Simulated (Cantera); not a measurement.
Charge: 1 mol PbO, a varied amount of H₂, equilibrated at 1673 K and 100000 Pa.

Equilibrium computed with Cantera from the NASA thermochemical tables; the gas is ideal and each condensed phase is pure. Candidate condensed phases: H₂O, Pb, PbO, PbO₂, Pb₃O₄; 12 gas species. Each liquid is taken as pure. Mutual solubility and eutectic melting of coexisting phases are not modelled. Gases not in the tables: (PbO)n polymers. Equilibrium is a limit: real reactors are often held back by kinetics, nucleation or transport.

Task: Which condensed phases are stable at each of these points (n(H₂) (mol)): 0.4, 0.62, 0.85, 1.1, 1.3, 1.5, 1.8?

Result: 
| n(H₂) (mol) | condensed phases | Pb condensed (%) |
|---|---|---|
| 0.4 | Pb(l) + PbO(l) | 91.7 |
| 0.62 | Pb(l) + PbO(l) | 87.1 |
| 0.85 | Pb(l) + PbO(l) | 82.4 |
| 1.1 | Pb(l) | 86.3 |
| 1.3 | Pb(l) | 84.0 |
| 1.5 | Pb(l) | 81.5 |
| 1.8 | Pb(l) | 77.8 |

From 0.4 mol H₂ to 0.85 mol H₂ the condensed part is Pb(l) + PbO(l). From 1.1 mol H₂ to 1.8 mol H₂ the condensed part is Pb(l). The share of Pb in condensed phases is highest at 0.4 mol H₂ (91.7 %) and lowest at 1.8 mol H₂ (77.8 %).
